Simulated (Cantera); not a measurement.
A closed system holds: 1 mol V, 0.12 mol H2O, 22 mol N2, at 2500 K and 0.000530 bar.

Cantera equilibrium calculation (NASA polynomials, part measured and part estimated; ideal gas, pure solids and liquids). Candidate condensed phases: H2O, V, VN, VO, V2O3, V2O4, V2O5; 28 gas species. Kinetics and transport are ignored.

Base state: N2 0.947, V 0.0380, H 0.0102, VO 0.00491, VO2 9.77e-5, H2 8.64e-5, O 4.99e-5, N 1.24e-5 (mole fractions); condensed: gas only.

Question: What changes in the equilibrium state with this change: temperature from 2500 K to 2123.15 K?

Answer: 
```tsv
species	before	after
N2	0.947	0.961
V	0.0380	0.0251
H	0.0102	0.00675
O	4.99e-5	2.86e-7
N	1.24e-5	2.05e-7
V(s), mol	0	0.309
```
Condensed phases not in the tables: V2N, N, O or C dissolved in the metal.
